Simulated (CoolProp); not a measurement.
Model: reference Helmholtz-energy equation of state, Jacobsen 1992, in CoolProp.

Problem. For R11, give the phase and the cv (kJ/(kg K)), Joule-Thomson coefficient (K/MPa), conductivity (mW/(m K)), Prandtl number at 174.95 °C and 59.2 kPa.

Solution. 
- 174.95 °C and 59.2 kPa: gas; cv 0.603, Joule-Thomson coefficient 11.8, conductivity 14.7, Prandtl number 0.704

Viscosity comes from a separate model (Klein 1997), an estimate that may be off by 10 % or more. Thermal conductivity comes from a separate model (McLinden 2000), an estimate that may be off by 10 % or more.
